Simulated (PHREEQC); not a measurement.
PHREEQC input (ion-association model, wateq4f.dat):

```
SOLUTION_MASTER_SPECIES
  An  An-  0  An  62.0  # stands for a non-complexing anion
SOLUTION_SPECIES
  An- = An-
    -log_k 0
    -gamma 3.0 0
PHASES
  Fix_H+
    H+ = H+
    -log_k 0
SOLUTION 1
  temp 25
  units mmol/kgw
  pH 7 charge
  Na 100
  An 100
END
SELECTED_OUTPUT 1
  -reset false
  -pH true
  -pe true
  -ionic_strength true
  -water true
  -totals Na
  -molalities Hfo_wOH Hfo_wOH2+ Hfo_wO- Hfo_sOH Hfo_sOH2+ Hfo_sO-
USER_PUNCH 1
  -headings sigma psi
  10 PUNCH EDL("sigma", "Hfo"), EDL("psi", "Hfo")
PRINT
  -reset false
USE solution 1
SURFACE 1
  Hfo_wOH 0.000247191 600 0.11
  Hfo_sOH 6.17978e-06
EQUILIBRIUM_PHASES 1
  Fix_H+ -4 HAn 10
    -force_equality true
  O2(g) -0.68 10
END
# ... the last block is repeated for the other 12 points of pH, with NaOH or the acid as the point needs
```

Selected output (columns that matter, 13 of 13 rows; pH added in front):

```
pH	mu	Na	m_Hfo_wOH	m_Hfo_wOH2+	m_Hfo_wO-	m_Hfo_sOH	m_Hfo_sOH2+	m_Hfo_sO-	sigma	psi
4	0.10023	0.1	3.2963e-05	0.00021411	1.1625e-07	8.2407e-07	5.3528e-06	2.9063e-09	0.32069	0.14655
4.67	0.10011	0.1	7.6625e-05	0.00016977	7.9225e-07	1.9156e-06	4.2444e-06	1.9806e-08	0.25323	0.13455
5.33	0.10007	0.1	0.00012333	0.00012099	2.8799e-06	3.0831e-06	3.0246e-06	7.1997e-08	0.17699	0.11644
6	0.10004	0.1	0.0001587	8.1409e-05	7.0869e-06	3.9674e-06	2.0352e-06	1.7717e-07	0.11138	0.09346
6.67	0.10002	0.1	0.00017867	5.5291e-05	1.3227e-05	4.4668e-06	1.3823e-06	3.3068e-07	0.063036	0.066811
7.33	0.10001	0.1	0.00018721	3.9819e-05	2.0164e-05	4.6802e-06	9.9547e-07	5.0409e-07	0.029455	0.037401
8	0.1	0.1	0.00018971	3.0034e-05	2.7451e-05	4.7427e-06	7.5085e-07	6.8627e-07	0.0038712	0.0053519
8.67	0.10001	0.10002	0.00018852	2.2517e-05	3.6157e-05	4.7129e-06	5.6292e-07	9.0393e-07	-0.020442	-0.027043
9.33	0.10004	0.10006	0.00018247	1.5497e-05	4.9221e-05	4.5618e-06	3.8742e-07	1.2305e-06	-0.050539	-0.057325
10	0.10016	0.10019	0.00016682	8.9235e-06	7.1445e-05	4.1706e-06	2.2309e-07	1.7861e-06	-0.093693	-0.085083
10.67	0.10067	0.10072	0.00013652	4.0023e-06	0.00010667	3.4129e-06	1.0006e-07	2.6668e-06	-0.15386	-0.10927
11.33	0.10289	0.10296	9.194e-05	1.2575e-06	0.00015399	2.2985e-06	3.1438e-08	3.8498e-06	-0.22889	-0.12872
12	0.11337	0.11347	4.2293e-05	2.0018e-07	0.0002047	1.0573e-06	5.0045e-09	5.1174e-06	-0.30645	-0.1411
```

Complexes and solids missing from the database can't appear.
